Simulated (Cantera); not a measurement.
Thermodynamics of halide evaporation, hydrolysis and transport, feed CaCl2 + N2

Charge: 1 mol CaCl2, 61 mol N2, held at 750 Torr.

Equilibrium computed with Cantera from the NASA thermochemical tables; the gas is ideal and each condensed phase is pure. Candidate condensed phases: Ca, CaCl2; 8 gas species. Equilibrium is a limit: real reactors are often held back by kinetics, nucleation or transport.

```tsv
T (°C)	x N2	x CaCl2	x Cl	x CaCl	x Ca	x Cl2	n CaCl2(l)
775	1.00	1.21e-7	<1e-12	<1e-12	<1e-12	<1e-12	1.000
925	1.000	6.67e-6	6.06e-11	6.04e-11	<1e-12	<1e-12	1.000
1075	1.000	0.000141	4.22e-9	4.21e-9	5.03e-12	<1e-12	0.991
1225	0.998	0.00153	1.22e-7	1.22e-7	1.96e-10	4.47e-12	0.906
1375	0.990	0.0103	1.87e-6	1.86e-6	3.94e-9	1.66e-10	0.364
1525	0.984	0.0161	1.02e-5	1.02e-5	4.80e-8	1.07e-9	0
1675	0.984	0.0161	3.59e-5	3.51e-5	3.96e-7	3.57e-9	0
1825	0.984	0.0160	0.000106	0.000101	2.39e-6	1.00e-8	0
```
x: gas mole fraction; n: condensed amount in mol.

From 775 °C to 1375 °C the condensed part is CaCl2(l). From 1525 °C to 1825 °C nothing is condensed. The main Ca-bearing gas is CaCl2 throughout.
